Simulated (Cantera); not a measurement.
Charge: 1 mol V₂O₃, 0.32 mol H₂, 11 mol N₂, held at 0.00133 bar.

Equilibrium computed with Cantera from the NASA thermochemical tables; the gas is ideal and each condensed phase is pure. Candidate condensed phases: H₂O, V, VN, VO, V₂O₃, V₂O₄, V₂O₅; 28 gas species. Mutual solubility and eutectic melting of coexisting phases are not modelled. VN, VO: taken at fixed stoichiometry. Condensed phases not in the tables: the oxides between V₂O₃ and V₂O₅ other than VO₂, solid solutions among these carbides, nitrides and lower oxides, V₂N. Rates play no part.

x: gas mole fraction; n: condensed amount in mol.

| T (K) | x N₂ | x VO₂ | x H₂ | x H | x VO | x H₂O | x V | n V₂O₃(s) | n VN(s) | n VO(s) | n VO(l) |
|---|---|---|---|---|---|---|---|---|---|---|---|
| 723 | 0.972 | <1e-12 | 0.0283 | <1e-12 | <1e-12 | 1.35e-5 | <1e-12 | 1.000 | 0 | 0 | 0 |
| 923 | 0.972 | <1e-12 | 0.0282 | 1.13e-9 | <1e-12 | 2.12e-5 | <1e-12 | 1.000 | 0 | 0 | 0 |
| 1123 | 0.972 | <1e-12 | 0.0282 | 1.96e-7 | <1e-12 | 2.71e-5 | <1e-12 | 1.000 | 0.000205 | 0 | 0 |
| 1323 | 0.972 | 9.84e-10 | 0.0282 | 7.30e-6 | ___ | 3.37e-5 | <1e-12 | 1.000 | 0 | 0.000763 | 0 |
| 1523 | 0.972 | 5.49e-7 | 0.0281 | 0.000106 | ___ | 0.000116 | 4.68e-10 | 0.999 | 0 | 0.00264 | 0 |
| 1723 | 0.971 | 6.69e-5 | 0.0275 | 0.000829 | ___ | 0.000296 | 8.66e-8 | 0.996 | 0 | 0.00735 | 0 |
| 1923 | 0.967 | 0.00287 | 0.0255 | 0.00412 | ___ | 0.000581 | 5.18e-6 | 0.961 | 0 | 0.0412 | 0 |
| 2123 | 0.895 | 0.0637 | 0.0184 | 0.0133 | ___ | 0.000924 | 0.000106 | 0.205 | 0 | 0 | 0.708 |

Question: Fill in the missing entries.

Answer: 
- 1323, x VO: 1.29e-10
- 1523, x VO: 7.59e-8
- 1723, x VO: 9.58e-6
- 1923, x VO: 0.000421
- 2123, x VO: 0.00793
